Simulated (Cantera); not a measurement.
A diamond (100) surface in a fixed gas of H2 with x(CH4) = 0.012, x(H) = 0.033, at 1175 K, 195 Torr; coverages are run to steady state.

Detailed kinetics in Cantera: the Harris–Goodwin 1993 mechanism for the reconstructed diamond (100) surface.

θ: site fractions in the mechanism's names (c6HH fully hydrogenated, c6H* and c6*H radical sites, c6** diradical, c6HM methylated).

| x(CH3) | growth (µm/h) | θ c6HH | θ c6H* | θ c6*H | θ c6** | θ c6HM |
|---|---|---|---|---|---|---|
| 1e-06 | (withheld) | 0.455 | 0.0376 | 0.480 | 0.0280 | 8.27e-6 |
| 2.4e-06 | (withheld) | 0.455 | 0.0376 | 0.480 | 0.0280 | 1.98e-5 |
| 5.5e-06 | (withheld) | 0.455 | 0.0376 | 0.480 | 0.0280 | 4.55e-5 |
| 1.3e-05 | (withheld) | 0.455 | 0.0376 | 0.480 | 0.0280 | 0.000107 |
| 3.1e-05 | (withheld) | 0.454 | 0.0376 | 0.480 | 0.0280 | 0.000256 |
| 7.2e-05 | (withheld) | 0.454 | 0.0376 | 0.479 | 0.0280 | 0.000595 |
| 0.00017 | (withheld) | 0.454 | 0.0376 | 0.479 | 0.0279 | 0.00140 |
| 0.0004 | (withheld) | 0.452 | 0.0374 | 0.477 | 0.0278 | 0.00329 |
| 0.00095 | (withheld) | 0.449 | 0.0371 | 0.473 | 0.0274 | 0.00773 |

Problem. Complete the blanks.

Solution. 
- 1e-06, growth (µm/h): 0.256
- 2.4e-06, growth (µm/h): 0.614
- 5.5e-06, growth (µm/h): 1.41
- 1.3e-05, growth (µm/h): 3.33
- 3.1e-05, growth (µm/h): 7.93
- 7.2e-05, growth (µm/h): 18.4
- 0.00017, growth (µm/h): 43.4
- 0.0004, growth (µm/h): 102
- 0.00095, growth (µm/h): 239
